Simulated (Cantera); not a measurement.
## Carbothermic reduction: PbO + CH₄ + CO

Input: 1 mol PbO, 1.3 mol CH₄, 0.47 mol CO, equilibrated at 1498.15 K.

Method: chemical equilibrium by Gibbs-energy minimisation in Cantera with the NASA 1993 tables (ideal gas, pure condensed phases). Candidate condensed phases: C, C₆H₆, C₇H₈, C₈H₁₈, H₂O, Pb, PbO, PbO₂, Pb₃O₄; 113 gas species. Kinetics and transport are ignored.

```csv
P (Pa),x H₂,x CO,x Pb,x CH₄,x H₂O,n C(graphite),n Pb(l)
10,0.512,0.290,0.197,6.79e-8,2.58e-8,0.300,0
36,0.512,0.290,0.197,2.45e-7,9.30e-8,0.300,0
130,0.513,0.290,0.197,8.86e-7,3.36e-7,0.300,0
460,0.513,0.290,0.197,3.14e-6,1.19e-6,0.300,0
1700,0.513,0.290,0.197,1.16e-5,4.40e-6,0.300,0
6000,0.513,0.290,0.197,4.09e-5,1.55e-5,0.300,0
22000,0.568,0.322,0.110,0.000184,7.00e-5,0.299,0.499
77000,0.618,0.350,0.0313,0.000762,0.000290,0.298,0.868
280000,0.629,0.358,0.00861,0.00287,0.00110,0.294,0.965
1000000,0.623,0.360,0.00241,0.0101,0.00390,0.279,0.990
```
x: gas mole fraction; n: condensed amount in mol.

From 0.000100 bar to 0.0600 bar the condensed part is C(graphite). From 0.220 bar to 10.0 bar the condensed part is C(graphite) + Pb(l). The main Pb-bearing gas is Pb throughout.
